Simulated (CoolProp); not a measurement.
Properties of R142b at several states.

Computed with CoolProp (reference Helmholtz-energy equation of state, Lemmon 2006). It is a short technical equation, of lower accuracy than the large ones.

```tsv
T (K)	p (MPa)	phase	cp (kJ/(kg K))	speed of sound (m/s)
311	15.9	liquid	(withheld)	(withheld)
465	0.0246	gas	(withheld)	203.9
380.9	2.93	liquid	(withheld)	295.9
348.6	11.2	liquid	(withheld)	(withheld)
285	10.2	liquid	1.247	774.2
195.1	0.0611	liquid	(withheld)	(withheld)
```

Task: Some entries are withheld; supply them.

Result: 
- 311, cp (kJ/(kg K)): 1.279
- 311, speed of sound (m/s): 719.5
- 465, cp (kJ/(kg K)): 1.078
- 380.9, cp (kJ/(kg K)): 1.780
- 348.6, cp (kJ/(kg K)): 1.378
- 348.6, speed of sound (m/s): 553.9
- 195.1, cp (kJ/(kg K)): 1.124
- 195.1, speed of sound (m/s): 1125
